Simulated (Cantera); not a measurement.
**Diamond growth**

A diamond (100) surface in a fixed gas of H2 with x(CH4) = 0.018, x(H) = 0.00084, at 1123 K, 9.00 Torr; coverages are run to steady state.

Cantera simulation using the Harris–Goodwin 1993 mechanism for the reconstructed diamond (100) surface; the numbers are that mechanism's predictions, not measurements.

```
x(CH3)   growth (µm/h)  θ c6HH  θ c6H*  θ c6*H  θ c6**    θ c6HM
-------  -------------  ------  ------  ------  ------  --------
1e-06         0.000959   0.510  0.0295   0.444  0.0168   2.32e-5
2.4e-06        0.00230   0.510  0.0295   0.444  0.0168   5.56e-5
5.9e-06        0.00565   0.509  0.0295   0.444  0.0167  0.000137
1.4e-05         0.0134   0.509  0.0295   0.444  0.0167  0.000324
3.5e-05         0.0333   0.509  0.0295   0.443  0.0166  0.000808
8.4e-05         0.0793   0.508  0.0294   0.443  0.0164   0.00193
0.0002           0.185   0.506  0.0293   0.440  0.0159   0.00453
0.0005           0.440   0.500  0.0289   0.435  0.0147    0.0110
0.0012           0.951   0.489  0.0282   0.424  0.0125    0.0246
```
θ: site fractions in the mechanism's names (c6HH fully hydrogenated, c6H* and c6*H radical sites, c6** diradical, c6HM methylated).
